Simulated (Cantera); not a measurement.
Standard-state values (1 bar) from the NASA 1993 polynomials, evaluated with Cantera. Values are per mole of reaction as written; species without (g) are pure solids or liquids, kept so even where they would boil at 1 bar.

Nb + O2(g) = NbO2, with ΔH° = -794.9 kJ and ΔS° = -187.1 J/K at 300 K.

**Question.** How far is the shortcut ΔG° ≈ ΔH°(300 K) − T·ΔS°(300 K) from the full temperature-dependent value at 1975, 2000, 2025, 2050, 2075 K?

**Answer.** 
```tsv
T (K)	shortcut (kJ)	full (kJ)	difference (kJ)	difference in log10 K
1975	-425.5	-456.3	30.9	-0.82
2000	-420.8	-452.4	31.7	-0.83
2025	-416.1	-448.6	32.5	-0.84
2050	-411.4	-444.7	33.3	-0.85
2075	-406.7	-440.8	34.1	-0.86
```
The shortcut ignores the heat-capacity change of the reaction.
